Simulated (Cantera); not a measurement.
A perfectly stirred reactor is fed with H2 : O2 : N2 = 1.6 : 1 : 19 (molar parts), equivalence ratio 0.80, at 82.5 Torr; it is held at 925 K, and followed from long to short residence time.

Detailed kinetics in Cantera: GRI-Mech 3.0 (53 species, 325 reactions). Radical loss at walls, strong at low pressure, is not modelled. Below about 950 K walls govern HO2 and H2O2 in real vessels. The temperature is held fixed by assumption; the heat of reaction is taken as removed at once.

Problem. What does this change do: pressure from 82.5 Torr to 100.0 Torr?

Solution. 
```json
[
 {"quantity": "x(H2) at τ = 6.60 s", "before": "0.000425", "after": "0.000416"},
 {"quantity": "x(O2) at τ = 6.60 s", "before": "0.00982", "after": "0.00981"},
 {"quantity": "x(H) at τ = 6.60 s", "before": "2.90e-5", "after": "1.98e-5"},
 {"quantity": "x(OH) at τ = 6.60 s", "before": "2.53e-5", "after": "2.04e-5"},
 {"quantity": "x(H2O2) at τ = 6.60 s", "before": "1.13e-7", "after": "1.27e-7"},
 {"quantity": "x(H2) at τ = 0.140 s", "before": "0.00385", "after": "0.00368"},
 {"quantity": "x(O2) at τ = 0.140 s", "before": "0.0117", "after": "0.0115"},
 {"quantity": "x(H) at τ = 0.140 s", "before": "0.00105", "after": "0.000739"},
 {"quantity": "x(OH) at τ = 0.140 s", "before": "0.000112", "after": "9.47e-5"},
 {"quantity": "x(H2O2) at τ = 0.140 s", "before": "9.83e-8", "after": "1.18e-7"}
]
```

Problem. What does this change do: O2 1 to 0.33 parts?

Solution. 
| quantity | before | after |
|---|---|---|
| x(H2) at τ = 6.60 s | 0.000425 | 0.0454 |
| x(O2) at τ = 6.60 s | 0.00982 | 7.02e-5 |
| x(H) at τ = 6.60 s | 2.90e-5 | 0.000727 |
| x(OH) at τ = 6.60 s | 2.53e-5 | 6.77e-7 |
| x(H2O2) at τ = 6.60 s | 1.13e-7 | 1.11e-11 |
| x(H2) at τ = 0.140 s | 0.00385 | 0.0444 |
| x(O2) at τ = 0.140 s | 0.0117 | 0.000535 |
| x(H) at τ = 0.140 s | 0.00105 | 0.00442 |
| x(OH) at τ = 0.140 s | 0.000112 | 7.04e-6 |
| x(H2O2) at τ = 0.140 s | 9.83e-8 | 1.02e-10 |

Problem. What does this change do: temperature 925 to 825 K?

Solution. 
```
quantity                  before     after
----------------------  --------  --------
x(H2) at τ = 6.60 s     0.000425   0.00220
x(O2) at τ = 6.60 s      0.00982    0.0107
x(H) at τ = 6.60 s       2.90e-5   1.88e-5
x(OH) at τ = 6.60 s      2.53e-5   4.93e-6
x(H2O2) at τ = 6.60 s    1.13e-7   7.83e-8
x(H2) at τ = 0.140 s     0.00385    0.0123
x(O2) at τ = 0.140 s      0.0117    0.0158
x(H) at τ = 0.140 s      0.00105  0.000535
x(OH) at τ = 0.140 s    0.000112   3.47e-5
x(H2O2) at τ = 0.140 s   9.83e-8   4.29e-8
```
